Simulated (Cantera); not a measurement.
An adiabatic, constant-volume homogeneous reactor starts with CH₄ : C₂H₆ : O₂ : N₂ = 1 : 0.07 : 2.55 : 9.59 (molar parts), at 1025 K and 1.40 bar. Integrator tolerance rtol = 1e-08.

Detailed kinetics in Cantera: GRI-Mech 3.0 (53 species, 325 reactions).

What does this change do: initial temperature 1025 to 1200 K?


| quantity | before | after |
|---|---|---|
| time of steepest temperature rise | 66.0 ms | 6.31 ms |
| temperature at 0.300 s | 2744 K | 2800 K |
| equilibrium temperature | 2744 K | 2800 K |
| x(CH₄) at 0.300 s | <1e-12 (gas-phase equilibrium <1e-12) | <1e-12 (gas-phase equilibrium <1e-12) |
| x(C₂H₆) at 0.300 s | <1e-12 (gas-phase equilibrium <1e-12) | <1e-12 (gas-phase equilibrium <1e-12) |
| x(O₂) at 0.300 s | 0.0272 (gas-phase equilibrium 0.0272) | 0.0288 (gas-phase equilibrium 0.0288) |
| x(CO) at 0.300 s | 0.0228 (gas-phase equilibrium 0.0228) | 0.0275 (gas-phase equilibrium 0.0275) |
| x(CH₃) at 0.300 s | <1e-12 (gas-phase equilibrium <1e-12) | <1e-12 (gas-phase equilibrium <1e-12) |
| x(CH₂CO) at 0.300 s | <1e-12 (gas-phase equilibrium <1e-12) | <1e-12 (gas-phase equilibrium <1e-12) |
